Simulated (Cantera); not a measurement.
Charge: 1 mol CsCl, 6.5 mol O₂, 38 mol H₂, equilibrated at 350 Pa.

Method: chemical equilibrium by Gibbs-energy minimisation in Cantera with the NASA 1993 tables (ideal gas, pure condensed phases). Candidate condensed phases: Cs, CsCl, CsOH, H₂O; 22 gas species. Rates play no part. All values below are at 1700 °C.

Base state: H₂ 0.622, H₂O 0.328, CsCl 0.0191, H 0.0180, HCl 0.00609, Cs 0.00554, OH 0.000899, CsOH 0.000683 (mole fractions); condensed: gas only.

### Question
What changes in the equilibrium state with this change: O₂ from 6.5 to 3 mol?

### Answer
```csv
species,before,after
H₂,0.622,0.797
H₂O,0.328,0.151
H,0.0180,0.0204
CsCl,0.0191,0.0189
O,1.91e-5,6.90e-6
OH,0.000899,0.000367
CsOH,0.000683,0.000304
```
